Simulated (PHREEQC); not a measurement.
A solution holds 0.33 mol/kgw CuSO4 and 0.0024 mol/kgw HCl, at 25 °C. Closed to the air; pH follows from the charge balance.

Equilibrium calculation in PHREEQC: ion-association model, phreeqc.dat.

This is a speciation only: nothing precipitates in the calculation.

**Question.** What pH, ionic strength does the model give?

**Answer.** pH 3.32; ionic strength 0.600 mol/kgw.

**Question.** In which forms is S present?

**Answer.** CuSO4 54 %, SO4-2 45 %, HSO4- 0.5 % of the S.
